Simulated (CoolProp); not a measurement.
Properties of CH2F2 (R32) at several states.

Values from CoolProp's reference Helmholtz-energy equation of state, Tillner-Roth 1997.

```csv
T (°C),p (bar),phase,cp (kJ/(kg K)),speed of sound (m/s),isothermal compressibility (1/MPa),expansivity (1/kK),Prandtl number,fugacity coefficient
-66.85,315,liquid,1.517,1182,0.0008734,1.746,3.36,0.002863
132.75,105,supercritical,2.684,219.3,0.1696,14.34,1.39,0.6378
-32.25,1.02,gas,0.8248,217.3,10.10,4.679,0.914,0.9719
-33.05,0.249,gas,0.7654,220.0,40.45,4.287,0.849,0.9930
```

Viscosity comes from a separate model (Bell 2016), an estimate that may be off by 10 % or more. Thermal conductivity comes from a separate model (Huber 2003), an estimate that may be off by 10 % or more.
